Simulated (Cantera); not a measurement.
Input (Python, Cantera):

```python
import numpy as np
import cantera as ct

gas = ct.Solution("h2o2.yaml")
gas.TPX = 523, 300000, {'H2': 1, 'O2': 0.357, 'N2': 1.34}
flame = ct.FreeFlame(gas, width=0.019)
flame.set_refine_criteria(ratio=3, slope=0.08, curve=0.16)
flame.transport_model = "mixture-averaged"
flame.solve(loglevel=0, auto=True)
flame.transport_model = "multicomponent"
flame.soret_enabled = False
flame.solve(loglevel=0, refine_grid=True)
z, T = flame.grid, flame.T
thick = (T[-1] - T[0]) / np.gradient(T, z).max()
show = ['H2', 'O2', 'OH', 'O', 'H', 'HO2']
print(f"laminar burning velocity  {flame.velocity[0] * 100:.3f} cm/s")
print(f"burnt temperature         {T[-1]:.1f} K")
print(f"thermal thickness         {thick * 1e3:.4f} mm")
print(f"grid points               {len(z)}")
z0 = z[flame.heat_release_rate.argmax()]
print(f"{'z/mm':>9s}{'T/K':>9s}{'u/(m/s)':>9s}" + "".join(f"{s:>11s}" for s in show))
rows = []
for k in (-3, -2, -1.5, -1, -0.5, -0.25, 0, 0.25, 0.5, 1, 2, 4, 8):
    zz = z0 + k * thick
    rows.append([k * thick, np.interp(zz, z, T), np.interp(zz, z, flame.velocity),
                 *(np.interp(zz, z, flame.X[gas.species_index(s)]) for s in show)])
    print(f"{rows[-1][0] * 1e3:9.3f}{rows[-1][1]:9.1f}{rows[-1][2]:9.3f}" + "".join(f"{x:11.3e}" for x in rows[-1][3:]))
```

Result:

```
laminar burning velocity  714.867 cm/s
burnt temperature         2462.5 K
thermal thickness         0.1022 mm
grid points               114
     z/mm      T/K  u/(m/s)         H2         O2         OH          O          H        HO2
   -0.306    523.0    7.149  3.708e-01  1.324e-01  1.775e-15  8.615e-14  1.350e-15  2.266e-12
   -0.204    523.0    7.149  3.708e-01  1.324e-01  1.509e-13  7.323e-12  1.154e-13  1.917e-10
   -0.153    523.0    7.149  3.708e-01  1.324e-01  4.786e-12  2.307e-10  4.320e-12  6.774e-09
   -0.102    523.2    7.149  3.706e-01  1.324e-01  4.803e-10  1.269e-08  1.860e-09  5.871e-07
   -0.051    550.6    7.466  3.647e-01  1.328e-01  4.599e-05  7.292e-06  6.016e-05  3.717e-04
   -0.026    842.2   11.089  3.262e-01  1.252e-01  1.178e-03  3.395e-04  5.135e-03  5.143e-04
    0.000   1311.8   16.684  2.329e-01  8.833e-02  3.248e-03  3.394e-03  3.083e-02  2.124e-04
    0.026   1637.8   20.515  1.462e-01  3.678e-02  7.730e-03  6.097e-03  5.625e-02  8.046e-05
    0.051   1800.5   22.390  1.145e-01  1.429e-02  1.057e-02  5.794e-03  6.135e-02  2.957e-05
    0.102   1956.2   24.111  1.074e-01  5.627e-03  1.217e-02  4.571e-03  5.299e-02  1.097e-05
    0.204   2103.0   25.666  1.104e-01  3.356e-03  1.179e-02  3.039e-03  3.958e-02  6.108e-06
    0.409   2232.7   26.993  1.131e-01  1.870e-03  1.005e-02  1.690e-03  2.733e-02  3.273e-06
    0.817   2332.2   27.981  1.150e-01  8.918e-04  7.590e-03  7.987e-04  1.779e-02  1.540e-06
```

Computed with Cantera and the H2/O2 subset of GRI-Mech 3.0, which has no nitrogen chemistry. The hydrogen kinetics of GRI-Mech 3.0 are dated; newer H2 mechanisms differ, most at raised pressure. Burning velocities carry a grid error of a few per cent, more on coarse grids.
